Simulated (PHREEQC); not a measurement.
Solution (5 °C): 0.019 mol/kgw HF, 0.0855 mol/kgw NH4F and 0.13 mol/kgw HCl. Closed to the air; pH follows from the charge balance.

Computed with PHREEQC (ion-association model, phreeqc.dat).

This is a speciation only: nothing precipitates in the calculation.

Order these F species by the share of F that they hold, largest first: HF2-, HF, F-.

HF (95 %), F- (3.1 %), HF2- (1.9 %)

The pH is 1.40 and the ionic strength 0.134 mol/kgw. At this temperature some constants are extrapolated from 25 °C, and those without enthalpy data are left unchanged.
